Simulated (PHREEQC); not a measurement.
Dissolve 23 mmol/kgw NiCl2 at 5 °C. Closed to the air; pH follows from the charge balance.

Model: ion-association model, wateq4f.dat, run in PHREEQC.

```
Property                 Value
--------------  --------------
pH                        6.26
ionic strength  0.0666 mol/kgw
```

```
species  molality  activity   log γ
-------  --------  --------  ------
Cl-        0.0447    0.0357  -0.098
Ni+2       0.0219   0.00941  -0.366
NiCl+     0.00104  0.000844  -0.092
NiCl2    0.000108  0.000110   0.007
H+        6.53e-7   5.52e-7  -0.073
NiOH+     6.42e-7   5.20e-7  -0.092
OH-       4.21e-9   3.35e-9  -0.099
Ni(OH)2   3.03e-9   3.08e-9   0.007
```

No solid was allowed to form. Complexes and solids missing from the database can't appear. In wateq4f.dat the enthalpy of Ni(OH)2 has the wrong sign, so its saturation index can't be trusted away from 25 °C. At this temperature some constants are extrapolated from 25 °C, and those without enthalpy data are left unchanged.
